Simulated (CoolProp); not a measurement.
Properties of octamethyltrisiloxane (MDM) at several states (Tc = 565.4 K, pc = 1.438 MPa, ω = 0.528).

Values from CoolProp's reference Helmholtz-energy equation of state, Thol 2017.

| T (K) | p (MPa) | phase | density (kg/m³) | cp (kJ/(kg K)) | isothermal compressibility (1/MPa) | fugacity coefficient |
|---|---|---|---|---|---|---|
| 476.3 | 0.457 | liquid | 606.0 | 2.267 | 0.01555 | 0.6111 |
| 304.4 | 0.0131 | liquid | 809.0 | 1.797 | 0.001869 | 0.05676 |
| 503.8 | 0.041 | gas | 2.350 | 1.945 | 24.77 | 0.9853 |
| 317.6 | 0.0189 | liquid | 795.6 | 1.829 | 0.002099 | 0.08541 |
| 260 | 0.933 | liquid | 854.1 | 1.704 | 0.001282 | 3.085e-5 |
| 271.1 | 3.34 | liquid | 846.0 | 1.722 | 0.001348 | 3.066e-5 |
